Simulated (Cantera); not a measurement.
A closed system holds: 1 mol SiCl4, 1700 mol H2, equilibrated at 13300 Pa.

Method: chemical equilibrium by Gibbs-energy minimisation in Cantera with the NASA 1993 tables (ideal gas, pure condensed phases). Candidate condensed phases: Si; 19 gas species. Gases not in the tables: Si2H6 and higher silanes. The numbers say what is thermodynamically allowed, not how fast it happens.

What share of the Si ends up in condensed phases as a function of T (°C), at 802, 952, 1102, 1252, 1402, 1552, 1702, 1852, 2002, 2152, 2302?


```tsv
T (°C)	Si condensed (%)	as
802	95.2	Si(s)
952	97.4	Si(s)
1102	97.2	Si(s)
1252	96.5	Si(s)
1402	93.8	Si(s)
1552	82.7	Si(l)
1702	27.7	Si(l)
1852	0.0	-
2002	0.0	-
2152	0.0	-
2302	0.0	-
```
